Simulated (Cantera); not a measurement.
Feed: 1 mol Si, 0.13 mol CO₂, 1.5 mol H₂, equilibrated at 1873.15 K and 1.00 bar.

Equilibrium computed with Cantera from the NASA thermochemical tables; the gas is ideal and each condensed phase is pure. Candidate condensed phases: C, C₆H₆, C₇H₈, C₈H₁₈, H₂O, Si, SiC, SiO₂; 123 gas species. Each liquid is taken as pure. Mutual solubility and eutectic melting of coexisting phases are not modelled. The tables hold silica as quartz up to 1696 K and as liquid above; real silica turns to tridymite and cristobalite and melts near 1996 K. Gases not in the tables: Si₂H₆ and higher silanes. Rates play no part.

Base state: H₂ 0.890, SiO 0.0936, CO 0.0152, H 0.000610, H₂O 8.20e-5, SiH₂ 4.37e-5, CH₄ 1.60e-5 (mole fractions); condensed: Si(l) + SiC(s) + SiO₂(condensed).

### Question
What changes in the equilibrium state with this change: pressure from 1.00 bar to 0.0510 bar?

### Answer
```json
[
 {"species": "H₂", "before": "0.890", "after": "0.850"},
 {"species": "SiO", "before": "0.0936", "after": "0.127"},
 {"species": "CO", "before": "0.0152", "after": "0.0206"},
 {"species": "CH₄", "before": "1.60e-5", "after": "7.45e-7"},
 {"species": "Si", "before": "8.84e-6", "after": "0.000173"},
 {"species": "H₂O", "before": "8.20e-5", "after": "5.41e-6"},
 {"species": "Si(l), mol", "before": "0.700", "after": "0.682"},
 {"species": "SiC(s), mol", "before": "0.104", "after": "0.0937"},
 {"species": "SiO₂(condensed), mol", "before": "0.0383", "after": "0"}
]
```
